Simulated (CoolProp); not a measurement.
The numbers come from the reference Helmholtz-energy equation of state, Schmidt 1985 in CoolProp.

Problem. For oxygen, give the phase and the speed of sound (m/s), Prandtl number at 158.1 K and 2.07 bar; 158.1 K and 4.26 bar.

Solution. 
- 158.1 K and 2.07 bar: gas; speed of sound 238, Prandtl number 0.759
- 158.1 K and 4.26 bar: gas; speed of sound 237, Prandtl number 0.769

Viscosity comes from a separate model (Lemmon 2004). Thermal conductivity comes from a separate model (Lemmon 2004).
